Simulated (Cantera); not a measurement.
Input: 1 mol HMDSO, a varied amount of H₂O, 11 mol H₂, equilibrated at 1998 K and 45.0 Pa.

Method: chemical equilibrium by Gibbs-energy minimisation in Cantera with the NASA 1993 tables (ideal gas, pure condensed phases). Candidate condensed phases: C, C₆H₆, C₇H₈, C₈H₁₈, H₂O, Si, SiC, SiO₂; 123 gas species. The feed counts by its element totals alone. Gases not in the tables: Si₂H₆ and higher silanes. Kinetics and transport are ignored.

Q: Which condensed phases are stable at each of these points (n(H₂O) (mol)): 0.18, 0.29, 0.48, 0.77, 1.3, 2, 3.3, 5.4?

A: 
```json
[
 {"n(H₂O) (mol)": "0.18", "condensed phases": "C(graphite) + SiC(s)", "Si condensed (%)": "93.1"},
 {"n(H₂O) (mol)": "0.29", "condensed phases": "C(graphite) + SiC(s)", "Si condensed (%)": "93.0"},
 {"n(H₂O) (mol)": "0.48", "condensed phases": "C(graphite) + SiC(s)", "Si condensed (%)": "92.8"},
 {"n(H₂O) (mol)": "0.77", "condensed phases": "C(graphite) + SiC(s)", "Si condensed (%)": "92.5"},
 {"n(H₂O) (mol)": "1.3", "condensed phases": "C(graphite) + SiC(s)", "Si condensed (%)": "91.9"},
 {"n(H₂O) (mol)": "2", "condensed phases": "C(graphite) + SiC(s)", "Si condensed (%)": "91.2"},
 {"n(H₂O) (mol)": "3.3", "condensed phases": "SiC(s)", "Si condensed (%)": "86.4"},
 {"n(H₂O) (mol)": "5.4", "condensed phases": "SiC(s)", "Si condensed (%)": "20.7"}
]
```

From 0.18 mol H₂O to 2 mol H₂O the condensed part is C(graphite) + SiC(s). From 3.3 mol H₂O to 5.4 mol H₂O the condensed part is SiC(s).
